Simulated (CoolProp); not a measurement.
n-dodecane along the isobar 0.101 MPa: density (kg/m³) from the reference equation and from simpler models built on Tc = 658.1 K, pc = 1.818 MPa, ω = 0.574; each cubic takes its own stable root.

The numbers come from the reference Helmholtz-energy equation of state, Lemmon 2004 in CoolProp. It is a short technical equation, of lower accuracy than the large ones.

```tsv
T (K)	phase	reference	van der Waals	Redlich-Kwong	Soave-Redlich-Kwong
389.3	liquid	677.7	5.645	517.1	553.1
394.9	liquid	673.4	5.554	513.6	550.2
400.4	liquid	669.1	5.467	510.1	547.4
405.9	liquid	664.8	5.383	506.6	544.4
411.5	liquid	660.4	5.301	503.0	541.3
417	liquid	656.1	5.222	499.3	538.2
422.6	liquid	651.6	5.144	495.6	535.0
428.1	liquid	647.1	5.071	491.8	531.7
433.6	liquid	642.7	4.999	487.9	528.4
439.2	liquid	638.0	4.928	5.019	524.9
444.7	liquid	633.5	4.861	4.945	521.4
450.2	liquid	628.8	4.795	4.874	517.8
455.8	liquid	624.1	4.731	4.804	514.0
461.3	liquid	619.3	4.669	4.738	510.2
```

At some of these states van der Waals, Redlich-Kwong gives the other phase, because its saturation line lies elsewhere.
